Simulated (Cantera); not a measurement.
## CF4 + F2 + H2 (fluorocarbon and chlorocarbon gases)

Charge: 1 mol CF4, 0.035 mol F2, 0.21 mol H2, at 1000 Pa.

Equilibrium computed with Cantera from the NASA thermochemical tables; the gas is ideal and each condensed phase is pure. Candidate condensed phases: C, C6H6, C7H8, C8H18; 95 gas species. Condensed phases not in the tables: fluorocarbon polymer. Gases not in the tables: C2F6 and larger saturated fluorocarbons. The numbers say what is thermodynamically allowed, not how fast it happens.

From 800 K to 2000 K the condensed part is C(graphite). The main C-bearing gas is CF4 throughout. The share of C in condensed phases is highest at 800 K (8.8 %) and lowest at 2000 K (3.5 %).

| T (K) | log p CF4 | log p HF | log p CF2 | log p F | log p CF3 | log p CF | n C(graphite) |
|---|---|---|---|---|---|---|---|
| 800 | -2.16 | -2.50 | <-14 | <-14 | -13.08 | <-14 | 0.0875 |
| 1000 | -2.16 | -2.50 | -10.35 | -11.75 | -10.09 | <-14 | 0.0875 |
| 1200 | -2.16 | -2.50 | -7.89 | -9.00 | -8.11 | <-14 | 0.0875 |
| 1400 | -2.16 | -2.50 | -6.15 | -7.03 | -6.69 | -11.24 | 0.0874 |
| 1600 | -2.17 | -2.50 | -4.84 | -5.56 | -5.63 | -8.97 | 0.0866 |
| 1800 | -2.18 | -2.51 | -3.84 | -4.41 | -4.82 | -7.22 | 0.0786 |
| 2000 | -2.23 | -2.53 | -3.07 | -3.51 | -4.21 | -5.84 | 0.0354 |
log p: log10 of the partial pressure in bar; n: condensed amount in mol.
